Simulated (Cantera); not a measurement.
Input (Python, Cantera) and output of one run.

```python
import numpy as np
import cantera as ct

gas_names = """
    HCL Fe2CL6 H
""".split()
cond_names = """
    FeCL2(s) FeCL2(L)
""".split()


# ... load() reads the species with a 1 bar reference pressure and builds the phases ...
species = {s.name: s for s in load("nasa_gas.yaml", gas_names) + load("nasa_condensed.yaml", cond_names)}
# Each term lists the table entries of one substance; the one whose range holds T is used.
reactions = {
    '2 HCl(g) + 2 FeCl2 = Fe2Cl6(g) + 2 H(g)':
        [(-2, ['HCL']), (-2, ['FeCL2(s)', 'FeCL2(L)']), (1, ['Fe2CL6']), (2, ['H'])],
}


def pick(names, T):
    return next(species[n] for n in names if species[n].thermo.min_temp <= T <= species[n].thermo.max_temp)


results = []
for label, terms in reactions.items():
    print(label)
    print("     T/K   dH/kJ  dS/(J/K)   dG/kJ   log10 K")
    for T in [1375, 1425, 1475, 1525, 1575, 1625]:
        used = [(nu, pick(names, T)) for nu, names in terms]
        dH = sum(nu * s.thermo.h(T) for nu, s in used) / 1e6
        dS = sum(nu * s.thermo.s(T) for nu, s in used) / 1e3
        dG = dH - T * dS / 1e3
        logK = -dG * 1e6 / (ct.gas_constant * T * np.log(10))
        results.append((label, T, dH, dS, dG, logK, [s.name for _, s in used]))
        print(f"{T:8g} {dH:8.1f} {dS:8.1f} {dG:8.1f} {logK:8.2f}")
```

Output:

```
2 HCl(g) + 2 FeCl2 = Fe2Cl6(g) + 2 H(g)
     T/K   dH/kJ  dS/(J/K)   dG/kJ   log10 K
    1375    541.8     46.3    478.1   -18.16
    1425    539.4     44.6    475.8   -17.44
    1475    537.0     42.9    473.6   -16.77
    1525    534.5     41.3    471.5   -16.15
    1575    532.1     39.8    469.5   -15.57
    1625    529.7     38.2    467.5   -15.03
```

Standard-state values (1 bar) from the NASA 1993 polynomials, evaluated with Cantera. Condensed species are held in their standard states even where they would react or evaporate.
